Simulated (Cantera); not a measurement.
Charge: 1 mol BN, 1 mol F2, at 1250 °C and 0.133 bar.

Cantera equilibrium calculation (NASA polynomials, part measured and part estimated; ideal gas, pure solids and liquids). Candidate condensed phases: B, BN; 13 gas species. The tables' values for BF2 are old estimates; treat these amounts as uncertain. Kinetics and transport are ignored.

Base state: BF3 0.665, N2 0.333, BF2 0.00175, BF 1.16e-5 (mole fractions); condensed: BN(s).

What changes in the equilibrium state with this change: F2 from 1 to 20 mol?


```
species      before   after
----------  -------  ------
F             <1e-9   0.947
BF3           0.665  0.0263
N2            0.333  0.0132
F2            <1e-9  0.0132
BF2         0.00175   <1e-9
BF          1.16e-5   <1e-9
BN(s), mol    0.333       0
```

What changes in the equilibrium state with this change: 0.0014 mol O2 added?


```csv
species,before,after
BF3,0.665,0.662
N2,0.333,0.333
BOF,0,0.00279
BF2,0.00175,0.00174
BF,1.16e-5,1.16e-5
"BN(s), mol",0.333,0.331
```
Further candidate phases: B2O3.
